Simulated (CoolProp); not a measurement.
R113 along the isotherm 226.85 °C: Z from the reference equation and from simpler models built on Tc = 214.1 °C, pc = 3392 kPa, ω = 0.253; each cubic takes its own stable root.

The numbers come from the reference Helmholtz-energy equation of state, Marx 1992 in CoolProp.

```
p (kPa)          phase  reference  van der Waals  Redlich-Kwong  Soave-Redlich-Kwong  Peng-Robinson
-------  -------------  ---------  -------------  -------------  -------------------  -------------
1300               gas     0.8707         0.8818         0.8682               0.8701         0.8565
2610               gas     0.7024         0.7225         0.6989               0.7050         0.6801
3910     supercritical     0.3824         0.3515         0.3629               0.4087         0.3839
5220     supercritical     0.2715         0.3658         0.3157               0.3242         0.2953
6520     supercritical     0.3107         0.4219         0.3543               0.3602         0.3263
7830     supercritical     0.3553         0.4819         0.3985               0.4035         0.3646
9130     supercritical     0.4005         0.5419         0.4433               0.4479         0.4041
10400    supercritical     0.4446         0.6003         0.4871               0.4914         0.4430
11700    supercritical     0.4895         0.6596         0.5316               0.5357         0.4826
13000    supercritical     0.5341         0.7184         0.5757               0.5797         0.5220
14400    supercritical     0.5817         0.7811         0.6226               0.6265         0.5640
15700    supercritical     0.6254         0.8389         0.6657               0.6695         0.6026
17000    supercritical     0.6688         0.8961         0.7084               0.7121         0.6409
```
